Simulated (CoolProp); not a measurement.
Vapour-liquid equilibrium of R227EA (1) + isobutane (2) at 1.42 MPa; x and y are mole fractions of (1).

Computed with CoolProp (multi-fluid Helmholtz-energy mixture model, Lemmon 2016 and Bücker 2006; pair parameters Bell 2016).

Question: Give the bubble temperature and the first vapour's composition at x = 0.05, 0.2, 0.5. Is there an azeotrope?

Answer: x = 0.05: 77.2 °C, y = 0.119; x = 0.2: 67.7 °C, y = 0.336; x = 0.5: 61.8 °C, y = 0.545. y crosses x between x = 0.5 and 0.65: the model has an azeotrope there.

The pair parameters rest on a limited set of measurements; away from them the model extrapolates.
